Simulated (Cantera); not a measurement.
An isothermal, constant-pressure homogeneous reactor starts with 5.56 % NO, 94.4 % N2, at 2223 K and 100000 Pa.

Cantera simulation using GRI-Mech 3.0 (53 species, 325 reactions); the numbers are that mechanism's predictions, not measurements.

x: mole fraction; the columns are a selection and need not sum to one.

| t (s) | x NO | x O | x NO2 | x N2 | x N2O | x O2 |
|---|---|---|---|---|---|---|
| 0.000800 | 0.0555 | 2.16e-5 | ? | 0.944 | 1.72e-6 | 1.95e-6 |
| 0.00213 | 0.0555 | 5.62e-5 | ? | 0.944 | 1.73e-6 | 1.58e-5 |
| 0.00566 | 0.0552 | 0.000108 | ? | 0.945 | 1.73e-6 | 0.000110 |
| 0.0150 | 0.0544 | 0.000136 | ? | 0.945 | 1.69e-6 | 0.000492 |
| 0.0400 | 0.0521 | 0.000171 | ? | 0.946 | 1.57e-6 | 0.00164 |
| 0.106 | 0.0452 | 0.000248 | 9.44e-6 | 0.949 | 1.24e-6 | 0.00504 |
| 0.283 | 0.0279 | 0.000377 | 8.93e-6 | 0.958 | 6.34e-7 | 0.0136 |
| 0.752 | 0.00839 | 0.000481 | ? | 0.968 | 3.28e-7 | 0.0233 |
| 2.00 | 0.00512 | 0.000497 | 2.17e-6 | 0.969 | 3.15e-7 | 0.0250 |
| 5.32 | 0.00510 | 0.000497 | 2.17e-6 | 0.969 | 3.15e-7 | 0.0250 |
| 14.1 | 0.00510 | 0.000497 | 2.17e-6 | 0.969 | 3.15e-7 | 0.0250 |
| 37.6 | 0.00510 | 0.000497 | 2.17e-6 | 0.969 | 3.15e-7 | 0.0250 |
| 100 | 0.00510 | 0.000497 | 2.17e-6 | 0.969 | 3.15e-7 | 0.0250 |

### Question
Complete the blanks.

### Answer

- 0.000800, x NO2: 1.00e-6
- 0.00213, x NO2: 2.60e-6
- 0.00566, x NO2: 4.95e-6
- 0.0150, x NO2: 6.14e-6
- 0.0400, x NO2: 7.46e-6
- 0.752, x NO2: 3.45e-6
